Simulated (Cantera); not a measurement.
Feed: 1 mol FeCl₂, 0.41 mol H₂, held at 675 K and 1.33 mbar.

Equilibrium computed with Cantera from the NASA thermochemical tables; the gas is ideal and each condensed phase is pure. Candidate condensed phases: Fe, FeCl₂, FeCl₃; 11 gas species. Kinetics and transport are ignored.

### Question
What is the equilibrium state?

### Answer
```
Quantity         Result
-----------  ----------
x(H₂)             0.858
x(HCl)            0.142
x(FeCl₂)       0.000340
x(Fe₂Cl₄)       7.59e-6
n(Fe(α))     0.0313 mol
n(FeCl₂(s))   0.969 mol
gas amount   0.4415 mol
```
